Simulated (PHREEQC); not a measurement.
Buffer

Dissolve 0.0058 mol NaH2PO4 and 0.00046 mol Na2HPO4 per kg of water at 25 °C. Closed to the air; pH follows from the charge balance.

The numbers come from PHREEQC with the ion-association model, phreeqc.dat.

Each row changes one thing in this solution. This is a speciation only: nothing precipitates in the calculation.

```
case                                              pH  ionic strength (mol/kgw)  H2PO4- (mol/kgw)  HPO4-2 (mol/kgw)  NaHPO4- (mol/kgw)  H3PO4 (mol/kgw)
----------------------------------------  ----------  ------------------------  ----------------  ----------------  -----------------  ---------------
as made                                         5.99                   0.00717           0.00580          0.000458            4.22e-6          7.99e-7
Na2HPO4 from 0.00046 to 0.00023 mol/kgw         5.70                   0.00649           0.00579          0.000232            2.02e-6          1.57e-6
Na2HPO4 from 0.00046 to 0.000414 mol/kgw        5.95                   0.00704           0.00580          0.000412            3.76e-6          8.86e-7
NaH2PO4 from 0.0058 to 0.0087 mol/kgw     (withheld)                (withheld)           0.00869          0.000458            5.72e-6          1.85e-6
diluted 5-fold with water                       6.06                   0.00144           0.00116           9.28e-5            2.06e-7          1.44e-7
Na2HPO4 from 0.00046 to 0.0046 mol/kgw          6.92                    0.0194           0.00580           0.00452            7.70e-5          8.87e-8
```

Question: What belongs in the gaps?

Answer: 
- NaH2PO4 from 0.0058 to 0.0087 mol/kgw, pH: 5.80
- NaH2PO4 from 0.0058 to 0.0087 mol/kgw, ionic strength (mol/kgw): 0.0101

Complexes and solids missing from the database can't appear.
